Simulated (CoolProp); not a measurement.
The numbers come from the reference Helmholtz-energy equation of state, Lemmon 2006 in CoolProp. It is a short technical equation, of lower accuracy than the large ones.

Give the vapour pressure (bar), vapour density (kg/m³), liquid cp (kJ/(kg K)) of saturated carbonyl sulfide at -77.25, -58.65, 16.05 °C.


```
T (°C)  p (bar)  vapour density (kg/m³)  liquid cp (kJ/(kg K))
------  -------  ----------------------  ---------------------
-77.25    0.237                   0.883                   1.16
-58.65    0.672                    2.31                   1.17
16.05      10.2                    29.6                   1.33
```
